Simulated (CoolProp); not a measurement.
Vapour-liquid equilibrium of R22 (1) + R113 (2) at 247.5 K; x and y are mole fractions of (1).

The numbers come from the multi-fluid Helmholtz-energy mixture model, Kamei 1995 and Marx 1992; pair parameters Bell 2016 in CoolProp.

```csv
x,bubble pressure (MPa),y at the bubble point,dew pressure at overall composition x (MPa),liquid density (mol/L)
0.05,0.01614,…,0.003902,9.181
0.2,0.05435,0.943,0.004623,9.866
0.35,0.08884,0.971,0.005670,…
0.5,0.1170,…,0.007330,11.52
0.65,0.1403,0.988,0.01036,12.55
0.8,…,0.993,0.01768,…
0.95,…,0.998,0.06011,…
```

Problem. What belongs in the gaps?

Solution. 
- 0.05, y at the bubble point: 0.780
- 0.35, liquid density (mol/L): 10.64
- 0.5, y at the bubble point: 0.981
- 0.8, bubble pressure (MPa): 0.1621
- 0.8, liquid density (mol/L): 13.76
- 0.95, bubble pressure (MPa): 0.1867
- 0.95, liquid density (mol/L): 15.22

No azeotrope shows between x = 0.05 and 0.95.

The pair parameters rest on a limited set of measurements; away from them the model extrapolates.
